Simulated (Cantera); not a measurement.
An isothermal, constant-pressure homogeneous reactor starts with CO : O₂ : H₂O : N₂ = 0.0071 : 0.029 : 0.0029 : 1 (molar parts), at 1475 K and 4800 Torr. Integrator tolerance rtol = 1e-08.

Cantera simulation using GRI-Mech 3.0 (53 species, 325 reactions); the numbers are that mechanism's predictions, not measurements.

### Question
What does this change do: temperature 1475 to 1325 K?

### Answer
```csv
quantity,before,after
x(CO) at 10.0 s,5.82e-8 (gas-phase equilibrium 5.84e-8),4.35e-9 (gas-phase equilibrium 4.36e-9)
x(O₂) at 10.0 s,0.0246 (gas-phase equilibrium 0.0244),0.0246 (gas-phase equilibrium 0.0245)
x(H₂O) at 10.0 s,0.00280 (gas-phase equilibrium 0.00280),0.00280 (gas-phase equilibrium 0.00280)
x(NO) at 10.0 s,1.61e-6 (gas-phase equilibrium 0.000409),3.91e-7 (gas-phase equilibrium 0.000176)
x(CO₂) at 10.0 s,0.00686 (gas-phase equilibrium 0.00686),0.00686 (gas-phase equilibrium 0.00686)
x(OH) at 10.0 s,3.87e-6 (gas-phase equilibrium 3.86e-6),8.61e-7 (gas-phase equilibrium 8.60e-7)
x(N₂O) at 10.0 s,7.11e-8 (gas-phase equilibrium 7.09e-8),3.24e-8 (gas-phase equilibrium 3.24e-8)
```

### Question
What does this change do: 0.0022 parts CH4 added?

### Answer
| quantity | before | after |
|---|---|---|
| x(CO) at 10.0 s | 5.82e-8 (gas-phase equilibrium 5.84e-8) | 8.37e-8 (gas-phase equilibrium 8.41e-8) |
| x(O₂) at 10.0 s | 0.0246 (gas-phase equilibrium 0.0244) | 0.0203 (gas-phase equilibrium 0.0201) |
| x(H₂O) at 10.0 s | 0.00280 (gas-phase equilibrium 0.00280) | 0.00703 (gas-phase equilibrium 0.00703) |
| x(NO) at 10.0 s | 1.61e-6 (gas-phase equilibrium 0.000409) | 1.14e-6 (gas-phase equilibrium 0.000371) |
| x(CO₂) at 10.0 s | 0.00686 (gas-phase equilibrium 0.00686) | 0.00896 (gas-phase equilibrium 0.00896) |
| x(OH) at 10.0 s | 3.87e-6 (gas-phase equilibrium 3.86e-6) | 5.85e-6 (gas-phase equilibrium 5.83e-6) |
| x(N₂O) at 10.0 s | 7.11e-8 (gas-phase equilibrium 7.09e-8) | 6.45e-8 (gas-phase equilibrium 6.42e-8) |
